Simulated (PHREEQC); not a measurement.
A solution holds 0.0029 mol/kgw H2SO4 and 0.031 mol/kgw KCl, at 25 °C. Closed to the air; pH follows from the charge balance.

The numbers come from PHREEQC with the ion-association model, wateq4f.dat.

This is a speciation only: nothing precipitates in the calculation.

Question: Order these S species by the share of S that they hold, largest first: KSO4-, SO4-2, HSO4-.

Answer: SO4-2 (73 %), HSO4- (19 %), KSO4- (7.7 %)

The pH is 2.34 and the ionic strength 0.0381 mol/kgw. Species that the database lacks are ignored.
